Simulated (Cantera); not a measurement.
Charge: 1 mol Si3N4, 3.4 mol HF, 3.5 mol N2, a varied amount of HCl, held at 0.0750 Torr.

Points: T (K) = 1100, 1150, 1200, 1250, 1300, 1350, 1400, 1450, 1500, 1550, 1600, 1650; n(HCl) (mol) = 1.4, 1.7, 2.2, 2.8, 3.6, 4.5, 5.8, 7.4, 9.4, 12, 15, 19, 25.

Cantera's Mixture.equilibrate('TP', solver="vcs", rtol=1e-11, max_steps=5000) on the NASA tables stopped like this:

```
ERROR: FAILURE its = 5000!

*******************************************************************************
CanteraError thrown by MultiPhase::equilibrate:
VCS solver failed. Return code: -1
*******************************************************************************
```

### Question
What got this run through?

### Answer
Several could match; the one computed here: The failure is numerical, not chemical. The same input converged with solver="gibbs", rtol=1e-10, max_steps=50000, and the result passed a check of the equilibrium conditions:
```
   1100        1.4  Si3N4(a)
   1100        1.7  Si3N4(a)
   1100        2.2  Si3N4(a)
   1100        2.8  Si3N4(a)
   1100        3.6  Si3N4(a)
   1100        4.5  Si3N4(a)
   1100        5.8  Si3N4(a)
   1100        7.4  Si3N4(a)
   1100        9.4  Si3N4(a)
   1100         12  Si3N4(a)
   1100         15  Si3N4(a)
   1100         19  Si3N4(a)
   1100         25  gas only
   1150        1.4  Si3N4(a)
   1150        1.7  Si3N4(a)
   1150        2.2  Si3N4(a)
   1150        2.8  Si3N4(a)
   1150        3.6  Si3N4(a)
   1150        4.5  Si3N4(a)
   1150        5.8  Si3N4(a)
   1150        7.4  Si3N4(a)
   1150        9.4  Si3N4(a)
   1150         12  Si3N4(a)
   1150         15  Si3N4(a)
   1150         19  Si3N4(a)
   1150         25  gas only
   1200        1.4  Si3N4(a)
   1200        1.7  Si3N4(a)
   1200        2.2  Si3N4(a)
   1200        2.8  Si3N4(a)
   1200        3.6  Si3N4(a)
   1200        4.5  Si3N4(a)
   1200        5.8  Si3N4(a)
   1200        7.4  Si3N4(a)
   1200        9.4  Si3N4(a)
   1200         12  Si3N4(a)
   1200         15  Si3N4(a)
   1200         19  Si3N4(a)
   1200         25  gas only
   1250        1.4  Si3N4(a)
   1250        1.7  Si3N4(a)
   1250        2.2  Si3N4(a)
   1250        2.8  Si3N4(a)
   1250        3.6  Si3N4(a)
   1250        4.5  Si3N4(a)
   1250        5.8  Si3N4(a)
   1250        7.4  Si3N4(a)
   1250        9.4  Si3N4(a)
   1250         12  Si3N4(a)
   1250         15  gas only
   1250         19  gas only
   1250         25  gas only
   1300        1.4  Si3N4(a)
   1300        1.7  Si3N4(a)
   1300        2.2  Si3N4(a)
   1300        2.8  Si3N4(a)
   1300        3.6  Si3N4(a)
   1300        4.5  Si3N4(a)
   1300        5.8  Si3N4(a)
   1300        7.4  Si3N4(a)
   1300        9.4  Si3N4(a)
   1300         12  gas only
   1300         15  gas only
   1300         19  gas only
   1300         25  gas only
   1350        1.4  Si3N4(a)
   1350        1.7  Si3N4(a)
   1350        2.2  Si3N4(a)
   1350        2.8  Si3N4(a)
   1350        3.6  Si3N4(a)
   1350        4.5  Si3N4(a)
   1350        5.8  Si3N4(a)
   1350        7.4  Si3N4(a)
   1350        9.4  gas only
   1350         12  gas only
   1350         15  gas only
   1350         19  gas only
   1350         25  gas only
   1400        1.4  Si3N4(a)
   1400        1.7  Si3N4(a)
   1400        2.2  Si3N4(a)
   1400        2.8  Si3N4(a)
   1400        3.6  Si3N4(a)
   1400        4.5  Si3N4(a)
   1400        5.8  Si3N4(a)
   1400        7.4  gas only
   1400        9.4  gas only
   1400         12  gas only
   1400         15  gas only
   1400         19  gas only
   1400         25  gas only
   1450        1.4  Si3N4(a)
   1450        1.7  Si3N4(a)
   1450        2.2  Si3N4(a)
   1450        2.8  Si3N4(a)
   1450        3.6  Si3N4(a)
   1450        4.5  Si3N4(a)
   1450        5.8  gas only
   1450        7.4  gas only
   1450        9.4  gas only
   1450         12  gas only
   1450         15  gas only
   1450         19  gas only
   1450         25  gas only
   1500        1.4  Si3N4(a)
   1500        1.7  Si3N4(a)
   1500        2.2  Si3N4(a)
   1500        2.8  Si(cr) + Si3N4(a)
   1500        3.6  Si(cr)
   1500        4.5  Si(cr)
   1500        5.8  gas only
   1500        7.4  gas only
   1500        9.4  gas only
   1500         12  gas only
   1500         15  gas only
   1500         19  gas only
   1500         25  gas only
   1550        1.4  Si(cr)
   1550        1.7  Si(cr)
   1550        2.2  Si(cr)
   1550        2.8  Si(cr)
   1550        3.6  Si(cr)
   1550        4.5  Si(cr)
   1550        5.8  gas only
   1550        7.4  gas only
   1550        9.4  gas only
   1550         12  gas only
   1550         15  gas only
   1550         19  gas only
   1550         25  gas only
   1600        1.4  Si(cr)
   1600        1.7  Si(cr)
   1600        2.2  Si(cr)
   1600        2.8  Si(cr)
   1600        3.6  Si(cr)
   1600        4.5  gas only
   1600        5.8  gas only
   1600        7.4  gas only
   1600        9.4  gas only
   1600         12  gas only
   1600         15  gas only
   1600         19  gas only
   1600         25  gas only
   1650        1.4  Si(cr)
   1650        1.7  Si(cr)
   1650        2.2  Si(cr)
   1650        2.8  Si(cr)
   1650        3.6  Si(cr)
   1650        4.5  gas only
   1650        5.8  gas only
   1650        7.4  gas only
   1650        9.4  gas only
   1650         12  gas only
   1650         15  gas only
   1650         19  gas only
   1650         25  gas only
```

The gas is ideal and each condensed phase is pure. Mutual solubility and eutectic melting of coexisting phases are not modelled. The tables' values for SiCl3, SiF2, SiF3 are old estimates.
